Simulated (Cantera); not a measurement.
Input: 1 mol Al(CH3)3, 5.3 mol N2, 6.2 mol NH3, held at 0.133 bar.

Cantera equilibrium calculation (NASA polynomials, part measured and part estimated; ideal gas, pure solids and liquids). Candidate condensed phases: Al, AlN, C, C6H6, C7H8, C8H18; 97 gas species. The feed counts by its element totals alone. Kinetics and transport are ignored.

Task: At 1875 K, list the 4 most abundant gas species with their mole fractions, and the condensed phases.

Result: H2 0.632, N2 0.362, HCN 0.00417, H 0.00143. Condensed: AlN(s) + C(graphite).
